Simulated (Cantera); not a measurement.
Cantera with NASA thermochemical tables; ideal gases at 1 bar, condensed phases pure. Values are per mole of reaction as written; species without (g) are pure solids or liquids, kept so even where they would boil at 1 bar. TaC: taken at fixed stoichiometry.

Between 1800 and 2250 K, where is each reaction favourable under standard conditions?
- 3 Ta + C₃H₈(g) ⇌ 4 H₂(g) + 3 TaC


- 3 Ta + C₃H₈(g) ⇌ 4 H₂(g) + 3 TaC: ΔG° is -869 kJ at 1800 K and -1013 kJ at 2250 K; it stays negative (K > 1). ΔH° is -293 kJ and ΔS° 320 J/K at 2250 K.
